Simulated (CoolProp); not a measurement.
Saturation properties of diethyl ether (Tc = 467.9 K, pc = 37.17 bar, ω = 0.282).

Model: reference Helmholtz-energy equation of state, Thol 2014, in CoolProp.

```
T (K)  p (bar)  liquid density (kg/m³)  vapour density (kg/m³)
-----  -------  ----------------------  ----------------------
300.4   0.7787                   705.2                   2.404
303.2   0.8641                   701.9                   2.651
305.9   0.9533                   698.7                   2.907
308.7    1.053                   695.4                   3.193
311.5    1.161                   692.1                   3.501
314.3    1.278                   688.7                   3.831
317      1.399                   685.4                   4.172
319.8    1.533                   682.0                   4.550
322.6    1.677                   678.5                   4.955
325.4    1.832                   675.0                   5.387
328.1    1.991                   671.6                   5.831
330.9    2.167                   668.1                   6.321
```

It boils at 307.6 K under 1 atm.
